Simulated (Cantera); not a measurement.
An adiabatic, constant-volume homogeneous reactor starts with CH4 : H2 : O2 : N2 : H2O = 1 : 0.35 : 4.94 : 18.6 : 1.9 (molar parts), at 1523 K and 345 Torr. Integrator tolerance rtol = 1e-08.

Cantera simulation using GRI-Mech 3.0 (53 species, 325 reactions); the numbers are that mechanism's predictions, not measurements.

### Question
What does this change do: pressure from 345 Torr to 165 Torr?

### Answer
```json
[
 {"quantity": "time of steepest temperature rise", "before": "0.492 ms", "after": "0.964 ms"},
 {"quantity": "temperature at 0.100 s", "before": "2419 K", "after": "2395 K"},
 {"quantity": "equilibrium temperature", "before": "2418 K", "after": "2392 K"},
 {"quantity": "x(CH4) at 0.100 s", "before": "<1e-12 (gas-phase equilibrium <1e-12)", "after": "<1e-12 (gas-phase equilibrium <1e-12)"},
 {"quantity": "x(H2) at 0.100 s", "before": "0.00226 (gas-phase equilibrium 0.00225)", "after": "0.00285 (gas-phase equilibrium 0.00282)"},
 {"quantity": "x(O2) at 0.100 s", "before": "0.0951 (gas-phase equilibrium 0.0949)", "after": "0.0958 (gas-phase equilibrium 0.0951)"},
 {"quantity": "x(CO2) at 0.100 s", "before": "0.0342 (gas-phase equilibrium 0.0342)", "after": "0.0334 (gas-phase equilibrium 0.0334)"},
 {"quantity": "x(C2H4) at 0.100 s", "before": "<1e-12 (gas-phase equilibrium <1e-12)", "after": "<1e-12 (gas-phase equilibrium <1e-12)"},
 {"quantity": "x(HCN) at 0.100 s", "before": "2.77e-12 (gas-phase equilibrium 2.79e-12)", "after": "2.13e-12 (gas-phase equilibrium 2.30e-12)"},
 {"quantity": "x(H2O2) at 0.100 s", "before": "2.32e-7 (gas-phase equilibrium 2.32e-7)", "after": "1.50e-7 (gas-phase equilibrium 1.49e-7)"}
]
```

### Question
What does this change do: pressure from 345 Torr to 760 Torr?

### Answer
```csv
quantity,before,after
time of steepest temperature rise,0.492 ms,0.248 ms
temperature at 0.100 s,2419 K,2442 K
equilibrium temperature,2418 K,2442 K
x(CH4) at 0.100 s,<1e-12 (gas-phase equilibrium <1e-12),<1e-12 (gas-phase equilibrium <1e-12)
x(H2) at 0.100 s,0.00226 (gas-phase equilibrium 0.00225),0.00173 (gas-phase equilibrium 0.00173)
x(O2) at 0.100 s,0.0951 (gas-phase equilibrium 0.0949),0.0949 (gas-phase equilibrium 0.0949)
x(CO2) at 0.100 s,0.0342 (gas-phase equilibrium 0.0342),0.0349 (gas-phase equilibrium 0.0349)
x(C2H4) at 0.100 s,<1e-12 (gas-phase equilibrium <1e-12),<1e-12 (gas-phase equilibrium <1e-12)
x(HCN) at 0.100 s,2.77e-12 (gas-phase equilibrium 2.79e-12),3.24e-12 (gas-phase equilibrium 3.25e-12)
x(H2O2) at 0.100 s,2.32e-7 (gas-phase equilibrium 2.32e-7),3.69e-7 (gas-phase equilibrium 3.69e-7)
```
